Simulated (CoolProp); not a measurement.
1000 sccm (0 °C, 1 atm) of nitrogen bubbles through liquid o-xylene at 313.5 K and leaves saturated at a total pressure of 0.0601 MPa (ideal gas phase). Each further row changes one setting.

Computed with CoolProp (reference Helmholtz-energy equation of state, Zhou 2012).

```tsv
case	vapour pressure (kPa)	mole fraction of vapour	delivery (mg/min)	delivery (sccm)	change of delivery for a bath 1 K warmer (%)
as stated	2.10	0.0349	171	36.2	5.5
bath temperature 318.5 K	2.71	0.0451	224	47.3	5.4
total pressure 0.12 MPa	2.10	0.0175	84.3	17.8	5.4
```
